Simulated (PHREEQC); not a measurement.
Make-up at 35 °C: 39 mmol/kgw H2S, 8.3 mmol/kgw HCl and 1.9 mmol/kgw NiCl2. It is in equilibrium with CO2 at log p = -2 (atm). Otherwise closed; pH follows from the charge balance.

Equilibrium calculation in PHREEQC: ion-association model, wateq4f.dat.

```
Property                  Result
----------------  --------------
pH                          2.13
ionic strength    0.0139 mol/kgw
total alkalinity    -8.30 meq/kg
```

```json
[
 {"species": "H2S", "molality": "0.0390", "activity": "0.0391", "log γ": "0.001"},
 {"species": "Cl-", "molality": "0.0121", "activity": "0.0107", "log γ": "-0.054"},
 {"species": "H+", "molality": "0.00830", "activity": "0.00748", "log γ": "-0.045"},
 {"species": "Ni+2", "molality": "0.00186", "activity": "0.00115", "log γ": "-0.211"},
 {"species": "CO2", "molality": "0.000264", "activity": "0.000265", "log γ": "0.001"},
 {"species": "NiCl+", "molality": "3.47e-5", "activity": "3.07e-5", "log γ": "-0.053"},
 {"species": "NiCl2", "molality": "1.19e-6", "activity": "1.19e-6", "log γ": "0.001"},
 {"species": "HS-", "molality": "8.90e-7", "activity": "7.86e-7", "log γ": "-0.054"},
 {"species": "HCO3-", "molality": "1.95e-8", "activity": "1.73e-8", "log γ": "-0.051"},
 {"species": "NiHCO3+", "molality": "3.10e-9", "activity": "2.75e-9", "log γ": "-0.053"}
]
```

This is a speciation only: nothing precipitates in the calculation. The solution is supersaturated, for example in Millerite, so a real one may precipitate; this is no full list. The polysulfide entries of wateq4f.dat were taken out for this run.
